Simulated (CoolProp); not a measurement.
A simple Rankine cycle with R245ca: condensing at 300.15 K, boiler at 1.07 MPa, turbine inlet 381.4 K, turbine efficiency 0.75, pump efficiency 0.6, no recuperator. Each further row changes one setting.

Model: reference Helmholtz-energy equation of state, Zhou 2016, in CoolProp.

| case | thermal efficiency (%) | net work (kJ/kg) | heat in (kJ/kg) | turbine exit temperature (K) | volume ratio over the turbine |
|---|---|---|---|---|---|
| as stated | 12.2 | 32.6 | 267 | 333.0 | 10.5 |
| turbine inlet 401.4 K | 12.2 | 35.4 | 291 | 354.6 | 10.1 |
| condensing temperature 292.15 K | 13.4 | 37.1 | 278 | 327.7 | 14.2 |
| boiler pressure 0.749 MPa | 10.6 | 29.1 | 273 | 343.1 | 6.98 |
| turbine efficiency 0.65 | 10.5 | 28.1 | 267 | 337.5 | 10.7 |
